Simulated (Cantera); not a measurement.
Input: 1 mol c-C4F8, 0.012 mol HCl, at 1.33 mbar.

Method: chemical equilibrium by Gibbs-energy minimisation in Cantera with the NASA 1993 tables (ideal gas, pure condensed phases). Candidate condensed phases: C, C6H6, C7H8, C8H18; 135 gas species. Ions and electrons are included (thermal ionisation). The feed counts by its element totals alone. Equilibrium is a limit: real reactors are often held back by kinetics, nucleation or transport. All values below are at 3250 K.

Base state: F 0.761, C 0.100, C3 0.0692, CF 0.0417, C2 0.0251, Cl 0.00121, HF 0.000615, H 0.000588 (mole fractions); condensed: gas only.

Task: What changes in the equilibrium state with this change: HCl from 0.012 to 0.78 mol?

Result: 
| species | before | after |
|---|---|---|
| F | 0.761 | 0.648 |
| C | 0.100 | 0.0957 |
| Cl | 0.00121 | 0.0696 |
| H | 0.000588 | 0.0368 |
| HF | 0.000615 | 0.0327 |
| CF | 0.0417 | 0.0338 |
| C3 | 0.0692 | 0.0601 |
| C2 | 0.0251 | 0.0229 |
| H2 | 4.48e-9 | 1.75e-5 |
| HCl | 1.37e-8 | 4.93e-5 |
| C2H | 1.48e-6 | 8.39e-5 |
